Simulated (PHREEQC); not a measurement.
## Silver or lead bath: speciation

Solution (25 °C): 15 mmol/kgw Pb(NO3)2 and 0.3 mmol/kgw KNO3. Closed to the air; pH follows from the charge balance.

Equilibrium calculation in PHREEQC: ion-association model, phreeqc.dat.

Each row changes one thing in this solution. This is a speciation only: nothing precipitates in the calculation.

```tsv
case	pH	ionic strength (mol/kgw)
as made	4.86	0.0404
KNO3 replaced by Mg(NO3)2 at the same molality	4.86	0.0410
KNO3 left out	4.86	0.0401
Pb(NO3)2 replaced by Zn(NO3)2 at the same molality	5.54	0.0453
KNO3 from 0.0003 to 0.00033 mol/kgw	4.86	0.0404
```
